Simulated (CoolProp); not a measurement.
The numbers come from the reference Helmholtz-energy equation of state, Thol 2012 in CoolProp.

**Question.** For benzene, give the phase and the speed of sound (m/s), viscosity (µPa s) at 113.05 °C and 1.01 bar.

**Answer.** 
- 113.05 °C and 1.01 bar: gas; speed of sound 207, viscosity 9.71

Viscosity comes from a separate model (Avgeri 2014).
